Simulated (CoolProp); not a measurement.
Vapour pressure (MPa) of 1,2-dichloroethane: the reference equation beside estimates from Tc = 288.4 °C, pc = 5.226 MPa, ω = 0.269. Clausius-Clapeyron is anchored at 183.65 °C with a constant enthalpy of vaporisation of 25.22 kJ/mol.

The numbers come from the reference Helmholtz-energy equation of state, Thol 2015 in CoolProp.

```json
[
 {"T (°C)": "155.35", "reference": "0.6299", "Lee-Kesler": "0.6370", "Clausius-Clapeyron": "0.7015", "van der Waals": "1.604", "Redlich-Kwong": "0.9089", "Soave-Redlich-Kwong": "0.6379"},
 {"T (°C)": "164.75", "reference": "0.7616", "Lee-Kesler": "0.7714", "Clausius-Clapeyron": "0.8166", "van der Waals": "1.778", "Redlich-Kwong": "1.068", "Soave-Redlich-Kwong": "0.7736"},
 {"T (°C)": "174.15", "reference": "0.9129", "Lee-Kesler": "0.9257", "Clausius-Clapeyron": "0.9446", "van der Waals": "1.963", "Redlich-Kwong": "1.246", "Soave-Redlich-Kwong": "0.9298"},
 {"T (°C)": "183.65", "reference": "1.088", "Lee-Kesler": "1.104", "Clausius-Clapeyron": "1.088", "van der Waals": "2.163", "Redlich-Kwong": "1.445", "Soave-Redlich-Kwong": "1.111"},
 {"T (°C)": "193.05", "reference": "1.284", "Lee-Kesler": "1.304", "Clausius-Clapeyron": "1.243", "van der Waals": "2.372", "Redlich-Kwong": "1.663", "Soave-Redlich-Kwong": "1.314"},
 {"T (°C)": "202.45", "reference": "1.506", "Lee-Kesler": "1.529", "Clausius-Clapeyron": "1.414", "van der Waals": "2.594", "Redlich-Kwong": "1.902", "Soave-Redlich-Kwong": "1.544"},
 {"T (°C)": "211.95", "reference": "1.758", "Lee-Kesler": "1.785", "Clausius-Clapeyron": "1.602", "van der Waals": "2.831", "Redlich-Kwong": "2.166", "Soave-Redlich-Kwong": "1.805"},
 {"T (°C)": "221.35", "reference": "2.037", "Lee-Kesler": "2.068", "Clausius-Clapeyron": "1.805", "van der Waals": "3.078", "Redlich-Kwong": "2.450", "Soave-Redlich-Kwong": "2.093"}
]
```

Absolute difference from the reference over all 8 rows, mean and median: Lee-Kesler 1.4 and 1.5 %, Clausius-Clapeyron 6.5 and 6.7 %, van der Waals 96.4 and 91.8 %, Redlich-Kwong 31.6 and 31.2 %, Soave-Redlich-Kwong 2.1 and 2.2 %.
